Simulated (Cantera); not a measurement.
Charge: 1 mol CuO, 1.5 mol C, 0.35 mol N₂, at 75.0 Torr.

Equilibrium computed with Cantera from the NASA thermochemical tables; the gas is ideal and each condensed phase is pure. Candidate condensed phases: C, Cu, CuO, Cu₂O; 27 gas species. Kinetics and transport are ignored.

Question: What share of the Cu ends up in condensed phases as a function of T (°C), at 550, 750, 950, 1150, 1350, 1550, 1750, 1950, 2150, 2350?

Answer: 
| T (°C) | Cu condensed (%) | as |
|---|---|---|
| 550 | 100.0 | Cu(s) |
| 750 | 100.0 | Cu(s) |
| 950 | 100.0 | Cu(s) |
| 1150 | 100.0 | Cu(l) |
| 1350 | 99.9 | Cu(l) |
| 1550 | 99.0 | Cu(l) |
| 1750 | 92.3 | Cu(l) |
| 1950 | 47.6 | Cu(l) |
| 2150 | 0.0 | - |
| 2350 | 0.0 | - |
